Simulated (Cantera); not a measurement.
Feed: 1 mol Si2H6, 1.5 mol HCl, a varied amount of H2, held at 1273 K and 101000 Pa.

Equilibrium computed with Cantera from the NASA thermochemical tables; the gas is ideal and each condensed phase is pure. Candidate condensed phases: Si; 19 gas species. The feed counts by its element totals alone. Kinetics and transport are ignored.

Problem. What share of the Si ends up in condensed phases as a function of n(H2) (mol), at 19, 36, 69, 130, 250, 470, 890?

Solution. 
```
n(H2) (mol)  Si condensed (%)     as
-----------  ----------------  -----
19                       86.7  Si(s)
36                       89.9  Si(s)
69                       93.5  Si(s)
130                      96.4  Si(s)
250                      98.2  Si(s)
470                      99.0  Si(s)
890                      99.4  Si(s)
```
